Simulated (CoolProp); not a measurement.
Aqueous magnesium chloride as a coolant, at 24 °C, 1 atm.

Model: Melinder's fits for secondary coolants, in CoolProp.

```tsv
mass %	freezing point (°C)	cp (kJ/(kg K))	density (kg/m³)	Prandtl number	conductivity (W/(m K))
3.7	?	3.972	1028	7.16	0.597
6.1	-3.9	3.835	1048	7.31	0.592
8.5	-6.3	3.699	1069	7.80	0.587
10.8	-9.4	3.572	1089	8.61	0.581
13.2	-13.4	3.444	1110	?	0.575
15.6	-18.0	3.325	1132	10.6	0.568
18	-23.4	3.212	1154	11.5	0.561
20.3	-29.6	3.107	1176	13.3	0.554
22.7	-38.3	2.997	1201	20.3	0.546
25.1	-50.8	2.874	?	56.2	0.536
27.5	-69.7	2.727	1259	479	0.521
29.8	-97.1	2.543	1294	21000	0.499
```

Question: Some entries are withheld; supply them.

Answer: 
- 3.7, freezing point (°C): -2.2
- 13.2, Prandtl number: 9.63
- 25.1, density (kg/m³): 1228
